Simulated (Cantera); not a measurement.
A freely propagating, adiabatic, planar premixed flame of CH₄ : C₂H₆ : C₃H₈ : O₂ : N₂ = 1 : 0.4 : 1.1 : 7.05 : 26.5 (molar parts), equivalence ratio 1.3, unburnt at 425 K and 3300 Torr; mixture-averaged transport, grid criteria slope 0.08 and curve 0.16, no radiation.

Cantera simulation using GRI-Mech 3.0 (53 species, 325 reactions); the numbers are that mechanism's predictions, not measurements. GRI-Mech 3.0 was tuned for natural gas; its chemistry of propane as a main component is partial and can be far from experiment. Burning velocities carry a grid error of a few per cent, more on coarse grids.

x: mole fraction of selected species; z is measured from the peak of heat release.

```csv
z (mm),T (K),u (m/s),x CH₄,x C₂H₆,x C₃H₈,x NO,x N₂O,x HCN
-0.336,425,0.438,0.0277,0.0111,0.0305,<1e-8,<1e-8,<1e-8
-0.224,430,0.444,0.0275,0.0110,0.0304,<1e-8,<1e-8,<1e-8
-0.168,444,0.460,0.0272,0.0110,0.0302,3.67e-8,<1e-8,(withheld)
-0.112,547,0.575,0.0256,0.0105,0.0294,4.23e-7,<1e-8,(withheld)
-0.0560,1030,1.12,0.0193,0.00756,0.0200,6.72e-6,2.48e-8,(withheld)
-0.0280,1455,1.62,0.0134,0.00369,0.00651,1.62e-5,5.50e-8,(withheld)
0,1846,2.09,0.00531,0.000302,0.000123,3.03e-5,8.94e-8,(withheld)
0.0280,2036,2.31,0.000875,3.07e-6,4.09e-8,5.17e-5,9.46e-8,(withheld)
0.0560,2097,2.37,0.000102,3.48e-8,<1e-8,7.10e-5,8.40e-8,(withheld)
0.112,2138,2.41,1.96e-6,<1e-8,<1e-8,8.89e-5,6.30e-8,(withheld)
0.224,2171,2.44,<1e-8,<1e-8,<1e-8,9.79e-5,4.39e-8,(withheld)
0.448,2197,2.47,<1e-8,<1e-8,<1e-8,0.000101,2.87e-8,(withheld)
0.895,2213,2.48,<1e-8,<1e-8,<1e-8,0.000103,1.80e-8,(withheld)
```

Complete the blanks.


- -0.168, x HCN: 4.89e-8
- -0.112, x HCN: 5.60e-7
- -0.0560, x HCN: 4.80e-6
- -0.0280, x HCN: 1.04e-5
- 0, x HCN: 1.93e-5
- 0.0280, x HCN: 2.52e-5
- 0.0560, x HCN: 1.99e-5
- 0.112, x HCN: 8.50e-6
- 0.224, x HCN: 2.18e-6
- 0.448, x HCN: 4.39e-7
- 0.895, x HCN: 9.51e-8
